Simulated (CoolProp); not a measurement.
Properties of vinyl chloride at several states.

The numbers come from the reference Helmholtz-energy equation of state, Thol 2022 in CoolProp.

```tsv
T (°C)	p (kPa)	phase	density (kg/m³)	isothermal compressibility (1/MPa)	expansivity (1/kK)
-127.55	19.2	liquid	1176	0.0005356	1.704
-21.95	149	liquid	984.4	0.001398	1.789
30.35	31400	liquid	944.6	0.001502	1.537
```
